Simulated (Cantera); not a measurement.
Input: 1 mol MgCl2, 1.5 mol H2, 5.5 mol N2, 0.02 mol HCl, held at 1100 K and 750 Torr.

Equilibrium computed with Cantera from the NASA thermochemical tables; the gas is ideal and each condensed phase is pure. Candidate condensed phases: Mg, MgCl2, NH4Cl; 18 gas species. Kinetics and transport are ignored.

Base state: N2 0.782, H2 0.213, HCl 0.00284, MgCl2 0.00153, NH3 2.77e-5 (mole fractions); condensed: MgCl2(l).

What changes in the equilibrium state with this change: 0.57 mol O2 added?


```csv
species,before,after
N2,0.782,0.686
HCl,0.00284,0.251
H2,0.213,0.0449
H2O,0,0.0178
MgCl2,0.00153,0.000321
NH3,2.77e-5,2.50e-6
"MgCl2(l), mol",0.989,0
"MgO(s), mol",0,0.997
```
Further candidate phases: H2O, MgO, Mg(OH)2.
